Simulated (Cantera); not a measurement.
Mixture: 17.0 % CO, 0.831 % H₂, 10.2 % O₂, 71.6 % N₂, 0.356 % CO₂, equivalence ratio 0.87, at 1.01 bar, adiabatic and at constant pressure. Ignition delay is the time to a rise of 400 K.

Model: GRI-Mech 3.0 (53 species, 325 reactions), integrated in Cantera. Where the delays flatten at high temperature, the 400 K rule measures the pace of heat release, not the induction time.

Predict: delay at 1075 K; delay at 1225 K; delay at 1375 K; delay at 1525 K; delay at 1675 K.


* **delay at 1075 K**: 0.660 ms
* **delay at 1225 K**: 0.321 ms
* **delay at 1375 K**: 0.250 ms
* **delay at 1525 K**: 0.246 ms
* **delay at 1675 K**: 0.272 ms
